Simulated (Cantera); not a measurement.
Cantera run:

```python
import numpy as np
import cantera as ct

gas_names = [...]  # 110 gases of nasa_gas.yaml made of C, H, O
cond_names = """
    C(gr) C6H6(L) C7H8(L) C8H18(L),n-octa H2O(s) H2O(L)
""".split()


# ... load() reads the species with a 1 bar reference pressure and builds the phases ...
atoms = {
    'C': {'C': 1},
    'H2O': {'H': 2, 'O': 1},
}
top_T = {'C(gr)': 4500}  # K; cautious upper limits of use, not melting points


# ... equilibrate(T, P, feed) seeds the gas with the atoms and calls Mixture.equilibrate('TP', solver="vcs", rtol=1e-11, max_steps=5000) ...
results = []
feed = {'C': 1, 'H2O': 2.2}  # mol
P = 800000  # Pa
for T in [723, 773, 823, 873, 923, 973, 1023, 1073, 1123]:
    mix = equilibrate(T, P, feed)
    results.append((T, P, feed, dict(zip(mix.species_names, mix.species_moles))))

top = {s: max(r[3][s] / sum(r[3][g] for g in gas_names) for r in results) for s in gas_names}
cols = sorted((s for s in top if top[s] > 0.001), key=lambda s: -top[s])[:8]
seen = [c for c in cond_names if any(r[3].get(c, 0) > 1e-12 for r in results)]
print("log10 of partial pressures in bar; condensed amounts in mol")
print(f"{'T/K':>10s}" + "".join(f"{s[:9]:>10s}" for s in cols + seen))
for T, P, feed, n in results:
    ng = sum(n[g] for g in gas_names)
    print(f"{T:10.4g}" + "".join(f"{np.log10(max(n[s] / ng * P / 1e5, 1e-99)):10.3f}" for s in cols)
          + "".join(f"{n.get(c, 0):10.4g}" for c in seen))
```

Result:

```
log10 of partial pressures in bar; condensed amounts in mol
       T/K       H2O        H2       CO2       CH4        CO
       723     0.596    -0.257     0.270     0.205    -1.466
       773     0.570    -0.064     0.270     0.168    -1.074
       823     0.536     0.097     0.262     0.113    -0.735
       873     0.495     0.231     0.241     0.029    -0.449
       923     0.449     0.339     0.202    -0.095    -0.218
       973     0.403     0.422     0.145    -0.277    -0.043
      1023     0.363     0.479     0.078    -0.538     0.077
      1073     0.340     0.509     0.016    -0.886     0.150
      1123     0.335     0.520    -0.032    -1.297     0.191
```

Cantera equilibrium calculation (NASA polynomials, part measured and part estimated; ideal gas, pure solids and liquids).
